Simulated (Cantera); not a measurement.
A perfectly stirred reactor is fed with C2H4 : O2 : N2 : H2O = 1 : 7.32 : 27.5 : 1.1 (molar parts), at 3750 Torr; it is adiabatic with a 523 K inlet, and is followed from long to short residence time, starting on the burning branch (τ in s: 0.031, 0.017, 0.0092, 0.005, 0.0027, 0.0015, 0.00081, 0.00044, 0.00024, 0.00013, 7.1e-05, 3.9e-05, 2.1e-05).

Computed with Cantera and GRI-Mech 3.0 (53 species, 325 reactions). GRI-Mech 3.0 was tuned for natural gas; its chemistry of ethylene as a main component is partial and can be far from experiment.

x: mole fraction; the columns are a selection and need not sum to one.

| τ (s) | T (K) | x C2H4 | x O2 | x H2O | x CH4 | x C2H6 | x NO |
|---|---|---|---|---|---|---|---|
| 0.031 | 1545 | 1.76e-5 | 0.117 | 0.0837 | 2.08e-7 | 1.34e-10 | 2.11e-6 |
| 0.017 | 1543 | 2.59e-5 | 0.117 | 0.0837 | 3.12e-7 | 3.35e-10 | 2.06e-6 |
| 0.0092 | 1539 | … | 0.118 | 0.0836 | … | 8.44e-10 | … |
| 0.0050 | 1532 | 5.70e-5 | 0.118 | 0.0834 | 7.56e-7 | 2.11e-9 | 1.58e-6 |
| 0.0027 | 1522 | 8.64e-5 | 0.118 | 0.0833 | 1.28e-6 | 5.49e-9 | 1.20e-6 |
| 0.0015 | 1507 | 0.000133 | 0.119 | 0.0830 | 2.39e-6 | 1.50e-8 | 8.15e-7 |
| 0.00081 | 1474 | 0.000240 | 0.121 | 0.0824 | 6.08e-6 | 6.15e-8 | 4.12e-7 |
| 0.00044 | 523 | 0.0271 | 0.198 | 0.0298 | <1e-12 | <1e-12 | <1e-12 |
| 0.00024 | 523 | 0.0271 | 0.198 | 0.0298 | <1e-12 | <1e-12 | <1e-12 |
| 0.00013 | 523 | 0.0271 | 0.198 | 0.0298 | <1e-12 | <1e-12 | <1e-12 |
| 7.1e-5 | 523 | 0.0271 | 0.198 | 0.0298 | <1e-12 | <1e-12 | <1e-12 |
| 3.9e-5 | 523 | 0.0271 | 0.198 | 0.0298 | <1e-12 | <1e-12 | <1e-12 |
| 2.1e-5 | 523 | 0.0271 | 0.198 | 0.0298 | <1e-12 | <1e-12 | <1e-12 |

Q: Fill in the missing entries.

A: 
- 0.0092, x C2H4: 3.84e-5
- 0.0092, x CH4: 4.78e-7
- 0.0092, x NO: 1.88e-6
